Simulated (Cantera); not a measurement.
A freely propagating, adiabatic, planar premixed flame of 31.6 % H2, 14.4 % O2, 54.0 % N2, equivalence ratio 1.1, unburnt at 350 K and 720000 Pa; mixture-averaged transport, grid criteria slope 0.08 and curve 0.16, no radiation.

Model: the H2/O2 subset of GRI-Mech 3.0, which has no nitrogen chemistry, integrated in Cantera. The hydrogen kinetics of GRI-Mech 3.0 are dated; newer H2 mechanisms differ, most at raised pressure. Burning velocities carry a grid error of a few per cent, more on coarse grids.

Problem. Predict: laminar burning velocity; thermal thickness; peak x(H); peak x(HO2); peak x(H2O2); peak x(O).

Solution. 
| Item | Value |
|---|---|
| laminar burning velocity | 269 cm/s |
| thermal thickness | 0.0326 mm |
| peak x(H) | 0.0225 |
| peak x(HO2) | 0.00140 |
| peak x(H2O2) | 0.000191 |
| peak x(O) | 0.00477 |
